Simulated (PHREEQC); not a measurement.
A solution holds 0.033 mol AgNO3 per kg of water, at 25 °C. Closed to the air; pH follows from the charge balance.

The numbers come from PHREEQC with the ion-association model, wateq4f.dat.

Each row changes one thing in this solution. Precipitation was switched off in this run.

```
case                                  pH  AgNO3 (mol/kgw)  AgOH (mol/kgw)  SI of Ag2O (Ag2O)
----------------------------------  ----  ---------------  --------------  -----------------
as made                             6.73         0.000382         1.48e-7              -2.23
temperature from 25 to 85 °C         ___         0.000366         4.60e-8              -1.97
temperature from 25 to 60 °C         ___         0.000373         7.80e-8                ___
AgNO3 from 0.033 to 0.0297 mol/kgw   ___         0.000315         1.39e-7                ___
AgNO3 from 0.033 to 0.0495 mol/kgw  6.68         0.000800         1.88e-7              -2.02
```

Some entries are withheld; supply them.


- temperature from 25 to 85 °C, pH: 6.24
- temperature from 25 to 60 °C, pH: 6.46
- temperature from 25 to 60 °C, SI of Ag2O (Ag2O): -1.99
- AgNO3 from 0.033 to 0.0297 mol/kgw, pH: 6.75
- AgNO3 from 0.033 to 0.0297 mol/kgw, SI of Ag2O (Ag2O): -2.29

Constants without temperature data keep their 25 °C values here.
